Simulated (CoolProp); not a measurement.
Properties of CHF3 (R23) along the isotherm 175.45 °C.

Model: reference Helmholtz-energy equation of state, Penoncello 2003, in CoolProp.

```json
[
 {"p (kPa)": "4390", "phase": "gas", "cp (kJ/(kg K))": "1.022", "cv (kJ/(kg K))": "0.8339", "expansivity (1/kK)": "3.007", "Prandtl number": "0.865"},
 {"p (kPa)": "8780", "phase": "supercritical", "cp (kJ/(kg K))": "1.129", "cv (kJ/(kg K))": "0.8535", "expansivity (1/kK)": "3.845", "Prandtl number": "0.873"},
 {"p (kPa)": "13200", "phase": "supercritical", "cp (kJ/(kg K))": "1.235", "cv (kJ/(kg K))": "0.8699", "expansivity (1/kK)": "4.501", "Prandtl number": "0.922"},
 {"p (kPa)": "17600", "phase": "supercritical", "cp (kJ/(kg K))": "1.312", "cv (kJ/(kg K))": "0.8818", "expansivity (1/kK)": "4.721", "Prandtl number": "0.985"},
 {"p (kPa)": "22000", "phase": "supercritical", "cp (kJ/(kg K))": "1.351", "cv (kJ/(kg K))": "0.8901", "expansivity (1/kK)": "4.556", "Prandtl number": "1.04"},
 {"p (kPa)": "26400", "phase": "supercritical", "cp (kJ/(kg K))": "1.363", "cv (kJ/(kg K))": "0.8959", "expansivity (1/kK)": "4.206", "Prandtl number": "1.09"},
 {"p (kPa)": "30700", "phase": "supercritical", "cp (kJ/(kg K))": "1.359", "cv (kJ/(kg K))": "0.9003", "expansivity (1/kK)": "3.820", "Prandtl number": "1.13"},
 {"p (kPa)": "35100", "phase": "supercritical", "cp (kJ/(kg K))": "1.348", "cv (kJ/(kg K))": "0.9040", "expansivity (1/kK)": "3.449", "Prandtl number": "1.17"},
 {"p (kPa)": "39500", "phase": "supercritical", "cp (kJ/(kg K))": "1.335", "cv (kJ/(kg K))": "0.9072", "expansivity (1/kK)": "3.127", "Prandtl number": "1.19"},
 {"p (kPa)": "43900", "phase": "supercritical", "cp (kJ/(kg K))": "1.323", "cv (kJ/(kg K))": "0.9102", "expansivity (1/kK)": "2.856", "Prandtl number": "1.22"},
 {"p (kPa)": "48300", "phase": "supercritical", "cp (kJ/(kg K))": "1.311", "cv (kJ/(kg K))": "0.9129", "expansivity (1/kK)": "2.631", "Prandtl number": "1.25"}
]
```

Viscosity comes from a separate model (Shan 2000). Thermal conductivity comes from a separate model (Shan 2000).
